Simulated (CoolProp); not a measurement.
Properties of tetradecamethylhexasiloxane (MD4M) along the isotherm 392.8 K.

Model: reference Helmholtz-energy equation of state, Thol 2019, in CoolProp.

```
p (MPa)   phase  density (kg/m³)  cp (kJ/(kg K))  Joule-Thomson coefficient (K/MPa)  isothermal compressibility (1/MPa)  fugacity coefficient
-------  ------  ---------------  --------------  ---------------------------------  ----------------------------------  --------------------
0.138    liquid            794.5           1.922                            -0.3317                            0.003106              0.006708
0.276    liquid            794.8           1.922                            -0.3325                            0.003091              0.003437
0.414    liquid            795.2           1.922                            -0.3334                            0.003075              0.002348
0.552    liquid            795.5           1.921                            -0.3342                            0.003060              0.001804
0.69     liquid            795.9           1.921                            -0.3350                            0.003044              0.001479
0.829    liquid            796.2           1.921                            -0.3358                            0.003029              0.001262
0.967    liquid            796.5           1.921                            -0.3366                            0.003014              0.001108
1.1      liquid            796.8           1.920                            -0.3374                            0.003000             0.0009974
1.24     liquid            797.2           1.920                            -0.3382                            0.002985             0.0009069
```
